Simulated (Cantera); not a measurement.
Mixture: C3H8 : O2 : N2 = 1 : 6.02 : 22.7 (molar parts), equivalence ratio 0.83, at 0.987 atm, adiabatic and at constant pressure. Ignition delay is the time to a rise of 400 K.

Cantera simulation using GRI-Mech 3.0 (53 species, 325 reactions); the numbers are that mechanism's predictions, not measurements. GRI-Mech 3.0 was tuned for natural gas; its chemistry of propane as a main component is partial and can be far from experiment.

Problem. What does this change do: 0.28 parts H2 added?

Solution. 
| quantity | before | after |
|---|---|---|
| delay at 1300 K | 0.967 ms | 0.858 ms |
| delay at 1350 K | 0.446 ms | 0.405 ms |
| delay at 1400 K | 0.227 ms | 0.210 ms |
| delay at 1450 K | 0.126 ms | 0.119 ms |
| delay at 1500 K | 76.6 µs | 72.6 µs |
| delay at 1550 K | 49.9 µs | 47.7 µs |
| delay at 1600 K | 34.6 µs | 33.2 µs |
| apparent activation energy between 1500 and 1600 K | 160 kJ/mol | 160 kJ/mol |
